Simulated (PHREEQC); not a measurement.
A solution holds 0.072 mol Pb(NO3)2, 0.0013 mol MgSO4, 0.04 mol H2SO4 and 0.00028 mol NaCl per kg of water, at 30 °C. Closed to the air; pH follows from the charge balance.

Equilibrium calculation in PHREEQC: ion-association model, wateq4f.dat.

The ionic strength comes out as 0.207 mol/kgw. What activity coefficients do NO3-, PbCl+, SO4-2, Pb+2, Mg+2 get?

NO3- 0.69, PbCl+ 0.74, SO4-2 0.29, Pb+2 0.30, Mg+2 0.34.

This is a speciation only: nothing precipitates in the calculation. Saturation is exceeded, for instance for Anglesite; the values hold only as long as no solid forms.
